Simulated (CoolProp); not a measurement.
Computed with CoolProp (reference Helmholtz-energy equation of state, Tillner-Roth 1997).

Question: For CH2F2 (R32), give the phase and the speed of sound (m/s), isothermal compressibility (1/MPa), expansivity (1/kK), conductivity (mW/(m K)) at 224.3 K and 0.444 MPa; 218.4 K and 0.774 MPa.

Answer: 
- 224.3 K and 0.444 MPa: liquid; speed of sound 958, isothermal compressibility 0.00153, expansivity 2.31, conductivity 192
- 218.4 K and 0.774 MPa: liquid; speed of sound 990, isothermal compressibility 0.00140, expansivity 2.23, conductivity 196

Thermal conductivity comes from a separate model (Huber 2003), an estimate that may be off by 10 % or more.
